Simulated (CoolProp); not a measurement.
Vapour-liquid equilibrium of R143a (1) + R236FA (2) at -60.65 °C; x and y are mole fractions of (1).

The numbers come from the multi-fluid Helmholtz-energy mixture model, Lemmon and Jacobsen 2000 and Pan 2012; pair parameters Bell 2016 in CoolProp.

| x | bubble pressure, mixture model (MPa) | bubble pressure, Raoult's law (MPa) | y, mixture model | y, Raoult's law |
|---|---|---|---|---|
| 0.05 | 0.005697 | 0.005971 | 0.400 | 0.429 |
| 0.125 | 0.008953 | 0.009544 | 0.647 | 0.671 |
| 0.2 | 0.01231 | 0.01312 | 0.765 | 0.781 |
| 0.275 | 0.01576 | 0.01669 | 0.834 | 0.844 |
| 0.35 | 0.01929 | 0.02026 | 0.878 | 0.885 |
| 0.425 | 0.02288 | 0.02383 | 0.909 | 0.913 |
| 0.5 | 0.02652 | 0.02741 | 0.932 | 0.935 |
| 0.575 | 0.03019 | 0.03098 | 0.949 | 0.951 |
| 0.65 | 0.03389 | 0.03455 | 0.963 | 0.964 |
| 0.725 | 0.03761 | 0.03812 | 0.974 | 0.974 |
| 0.8 | 0.04132 | 0.04170 | 0.983 | 0.983 |
| 0.875 | 0.04504 | 0.04527 | 0.990 | 0.990 |
| 0.95 | 0.04875 | 0.04884 | 0.996 | 0.996 |

The largest gap from Raoult's law is -6.2 % in bubble pressure, at x = 0.125. No azeotrope shows between x = 0.05 and 0.95.

The pair parameters rest on a limited set of measurements; away from them the model extrapolates.
